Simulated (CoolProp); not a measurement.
A single-stage vapour-compression cycle with vinyl chloride: evaporating at 243.15 K (dew point), condensing at 287.15 K (bubble point), superheat 8 K, subcooling 0 K, compressor efficiency 0.9, no pressure losses. Each further row changes one setting.

Model: reference Helmholtz-energy equation of state, Thol 2022, in CoolProp.

```
case                              cooling COP  pressure ratio  discharge temperature (K)  refrigerating effect (kJ/kg)  volumetric capacity (kJ/m³)
--------------------------------  -----------  --------------  -------------------------  ----------------------------  ---------------------------
as stated                                4.25            5.65                      340.0                           309                          466
evaporating temperature 248.15 K         4.99            4.47                      333.3                           312                          586
condensing temperature 282.15 K          4.88            4.78                      331.1                           316                          478
subcooling 5 K                           4.36            5.65                      340.0                           316                          478
superheat 18 K                           4.20            5.65                      351.0                           317                          459
compressor efficiency 0.8                3.78            5.65                      349.3                           309                          466
```
